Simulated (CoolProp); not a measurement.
Vapour-liquid equilibrium of CHF3 (R23) (1) + R22 (2) at -23.85 °C; x and y are mole fractions of (1).

Computed with CoolProp (multi-fluid Helmholtz-energy mixture model, Penoncello 2003 and Kamei 1995; pair parameters Bell 2016).

```
x      bubble pressure (MPa)  y at the bubble point  dew pressure at overall composition x (MPa)  liquid density (mol/L)
-----  ---------------------  ---------------------  -------------------------------------------  ----------------------
0.05                  0.2707                  0.245                                       0.2209                   15.79
0.125                 0.3583                  0.460                                       0.2377                       ?
0.2                   0.4430                  0.588                                       0.2572                       ?
0.275                 0.5246                  0.675                                       0.2802                   16.14
0.35                  0.6030                  0.737                                       0.3075                       ?
0.425                 0.6784                  0.785                                       0.3405                   16.35
0.5                   0.7513                  0.824                                       0.3812                   16.45
0.575                 0.8223                  0.856                                       0.4324                   16.54
0.65                  0.8921                  0.885                                       0.4985                   16.63
0.725                 0.9619                  0.911                                       0.5861                   16.71
0.8                    1.033                  0.935                                       0.7051                       ?
0.875                  1.105                  0.959                                       0.8676                   16.86
0.95                   1.181                  0.983                                        1.077                       ?
```

Q: What belongs in the gaps?

A: 
- 0.125, liquid density (mol/L): 15.91
- 0.2, liquid density (mol/L): 16.03
- 0.35, liquid density (mol/L): 16.25
- 0.8, liquid density (mol/L): 16.79
- 0.95, liquid density (mol/L): 16.93

No azeotrope shows between x = 0.05 and 0.95.

Pair parameters are fitted to limited data, so mixtures are less certain than the pure fluids.
